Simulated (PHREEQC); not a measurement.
A solution holds 1.2 mol/kgw Na2SO4 and 3.8 mol/kgw LiCl, at 25 °C. Closed to the air; pH follows from the charge balance.

Model: Pitzer model, pitzer.dat, run in PHREEQC.

```
quantity                          before    after
-------------------------------  -------  -------
HSO4- (mol/kgw)                  5.76e-7  3.36e-7
SI of Thenardite (Na2SO4)          -0.55    -1.04
SI of Mirabilite (Na2SO4:10H2O)    -0.82    -0.28
```

### Question
What was changed between the two runs?
A. diluted 2-fold with water
B. temperature from 25 to 20 °C
C. LiCl from 3.8 to 4.18 mol/kgw
D. LiCl left out
E. diluted 5-fold with water

### Answer
D, LiCl left out

This is a speciation only: nothing precipitates in the calculation.
